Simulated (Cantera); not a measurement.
A perfectly stirred reactor is fed with H₂ : O₂ = 0.086 : 1 (molar parts), equivalence ratio 0.043, at 0.0128 atm; it is held at 1000 K, and followed from long to short residence time.

Detailed kinetics in Cantera: the H2/O2 subset of GRI-Mech 3.0, which has no nitrogen chemistry. Radical loss at walls, strong at low pressure, is not modelled. The temperature is held fixed by assumption; the heat of reaction is taken as removed at once.

Question: What does this change do: pressure from 0.0128 atm to 0.0197 atm?

Answer: 
```json
[
 {"quantity": "x(H₂) at τ = 0.680 s", "before": "0.000796", "after": "0.000712"},
 {"quantity": "x(O₂) at τ = 0.680 s", "before": "0.915", "after": "0.916"},
 {"quantity": "x(H₂O₂) at τ = 0.680 s", "before": "1.69e-7", "after": "2.40e-7"},
 {"quantity": "x(O) at τ = 0.680 s", "before": "0.00181", "after": "0.00104"},
 {"quantity": "x(OH) at τ = 0.680 s", "before": "0.000601", "after": "0.000442"},
 {"quantity": "x(H₂) at τ = 40.0 ms", "before": "0.00397", "after": "0.00348"},
 {"quantity": "x(O₂) at τ = 40.0 ms", "before": "0.907", "after": "0.911"},
 {"quantity": "x(H₂O₂) at τ = 40.0 ms", "before": "2.45e-7", "after": "3.91e-7"},
 {"quantity": "x(O) at τ = 40.0 ms", "before": "0.00844", "after": "0.00513"},
 {"quantity": "x(OH) at τ = 40.0 ms", "before": "0.00177", "after": "0.00136"}
]
```

Question: What does this change do: temperature 1000 to 1175 K?

Answer: 
| quantity | before | after |
|---|---|---|
| x(H₂) at τ = 0.680 s | 0.000796 | 0.000362 |
| x(O₂) at τ = 0.680 s | 0.915 | 0.913 |
| x(H₂O₂) at τ = 0.680 s | 1.69e-7 | 1.26e-7 |
| x(O) at τ = 0.680 s | 0.00181 | 0.00393 |
| x(OH) at τ = 0.680 s | 0.000601 | 0.00149 |
| x(H₂) at τ = 40.0 ms | 0.00397 | 0.00186 |
| x(O₂) at τ = 40.0 ms | 0.907 | 0.895 |
| x(H₂O₂) at τ = 40.0 ms | 2.45e-7 | 1.65e-7 |
| x(O) at τ = 40.0 ms | 0.00844 | 0.0191 |
| x(OH) at τ = 40.0 ms | 0.00177 | 0.00351 |

Question: What does this change do: temperature 1000 to 1375 K?

Answer: 
```json
[
 {"quantity": "x(H₂) at τ = 0.680 s", "before": "0.000796", "after": "0.000358"},
 {"quantity": "x(O₂) at τ = 0.680 s", "before": "0.915", "after": "0.909"},
 {"quantity": "x(H₂O₂) at τ = 0.680 s", "before": "1.69e-7", "after": "5.62e-8"},
 {"quantity": "x(O) at τ = 0.680 s", "before": "0.00181", "after": "0.00715"},
 {"quantity": "x(OH) at τ = 0.680 s", "before": "0.000601", "after": "0.00335"},
 {"quantity": "x(H₂) at τ = 40.0 ms", "before": "0.00397", "after": "0.00157"},
 {"quantity": "x(O₂) at τ = 40.0 ms", "before": "0.907", "after": "0.882"},
 {"quantity": "x(H₂O₂) at τ = 40.0 ms", "before": "2.45e-7", "after": "8.78e-8"},
 {"quantity": "x(O) at τ = 40.0 ms", "before": "0.00844", "after": "0.0306"},
 {"quantity": "x(OH) at τ = 40.0 ms", "before": "0.00177", "after": "0.00678"}
]
```
